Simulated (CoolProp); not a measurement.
Vapour-liquid equilibrium of ethylbenzene (1) + m-xylene (2) at 154.25 °C; x and y are mole fractions of (1).

Computed with CoolProp (multi-fluid Helmholtz-energy mixture model, Zhou 2012 and Zhou 2012; pair parameters Bell 2016).

```
x     bubble pressure, mixture model (MPa)  bubble pressure, Raoult's law (MPa)  y, mixture model  y, Raoult's law
----  ------------------------------------  -----------------------------------  ----------------  ---------------
0.05                                0.1504                               0.1503             0.054            0.053
0.2                                 0.1524                               0.1520             0.212            0.212
0.35                                0.1542                               0.1536             0.366            0.366
0.5                                 0.1559                               0.1553             0.517            0.518
0.65                                0.1575                               0.1569             0.664            0.666
0.8                                 0.1590                               0.1586             0.809            0.811
0.95                                0.1604                               0.1602             0.952            0.953
```

The largest gap from Raoult's law is +0.4 % in bubble pressure, at x = 0.5. No azeotrope shows between x = 0.05 and 0.95.

Pair parameters are fitted to limited data, so mixtures are less certain than the pure fluids.
